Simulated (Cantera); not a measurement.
Input: 1 mol Ca(OH)2, 0.22 mol C, 0.18 mol O2, at 150 Pa.

Equilibrium computed with Cantera from the NASA thermochemical tables; the gas is ideal and each condensed phase is pure. Candidate condensed phases: C, C6H6, C7H8, C8H18, Ca, CaCO3, CaO, Ca(OH)2, H2O; 115 gas species. The numbers say what is thermodynamically allowed, not how fast it happens. All values below are at 1827 °C.

Base state: H2O 0.686, CO2 0.116, H2 0.0659, CO 0.0549, OH 0.0256, O2 0.0254, H 0.0207, O 0.00572 (mole fractions); condensed: CaO(s).

**Question.** What changes in the equilibrium state with this change: pressure from 150 Pa to 101000 Pa?

**Answer.** 
```csv
species,before,after
H2O,0.686,0.783
CO2,0.116,0.148
H2,0.0659,0.0343
O2,0.0254,0.000181
H,0.0207,0.000573
OH,0.0256,0.00156
CO,0.0549,0.0321
Ca(OH)2,0.000147,0.000167
Ca,3.30e-5,2.23e-8
O,0.00572,1.86e-5
CaOH,8.80e-5,2.44e-6
"CaO(s), mol",1.000,1.000
```
